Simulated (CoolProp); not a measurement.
Properties of 1-butene along the isobar 3 MPa (Tc = 419.3 K, pc = 4.006 MPa, ω = 0.192).

Model: reference Helmholtz-energy equation of state, Lemmon 2005, in CoolProp. It is a short technical equation, of lower accuracy than the large ones.

```json
[
 {"T (K)": "315.8", "phase": "liquid", "density (kg/m³)": "571.0", "expansivity (1/kK)": "2.271"},
 {"T (K)": "334.8", "phase": "liquid", "density (kg/m³)": "___", "expansivity (1/kK)": "2.621"},
 {"T (K)": "353.9", "phase": "liquid", "density (kg/m³)": "___", "expansivity (1/kK)": "3.173"},
 {"T (K)": "372.9", "phase": "liquid", "density (kg/m³)": "481.8", "expansivity (1/kK)": "4.171"},
 {"T (K)": "391.9", "phase": "liquid", "density (kg/m³)": "___", "expansivity (1/kK)": "6.764"},
 {"T (K)": "410.9", "phase": "gas", "density (kg/m³)": "80.41", "expansivity (1/kK)": "12.60"},
 {"T (K)": "429.9", "phase": "gas", "density (kg/m³)": "67.27", "expansivity (1/kK)": "7.343"},
 {"T (K)": "448.9", "phase": "gas", "density (kg/m³)": "59.70", "expansivity (1/kK)": "5.466"},
 {"T (K)": "468", "phase": "gas", "density (kg/m³)": "54.35", "expansivity (1/kK)": "4.452"},
 {"T (K)": "487", "phase": "gas", "density (kg/m³)": "50.26", "expansivity (1/kK)": "___"},
 {"T (K)": "506", "phase": "gas", "density (kg/m³)": "46.97", "expansivity (1/kK)": "3.356"},
 {"T (K)": "525", "phase": "gas", "density (kg/m³)": "44.21", "expansivity (1/kK)": "3.019"}
]
```

### Question
Fill in the missing entries.

### Answer

- 334.8, density (kg/m³): 545.2
- 353.9, density (kg/m³): 516.1
- 391.9, density (kg/m³): 436.5
- 487, expansivity (1/kK): 3.808
